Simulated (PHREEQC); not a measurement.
Make-up at 25 °C: 0.002 mol ZnSO4 and 0.28 mol MnSO4 per kg of water. Closed to the air; pH follows from the charge balance.

Model: ion-association model, wateq4f.dat, run in PHREEQC.

This is a speciation only: nothing precipitates in the calculation.

Estimate the pH, ionic strength, activity of water.

pH 6.28; ionic strength 0.554 mol/kgw; activity of water 0.993.

In which forms is Mn present?

MnSO4 51 %, Mn+2 49 % of the Mn.

Complexes and solids missing from the database can't appear.
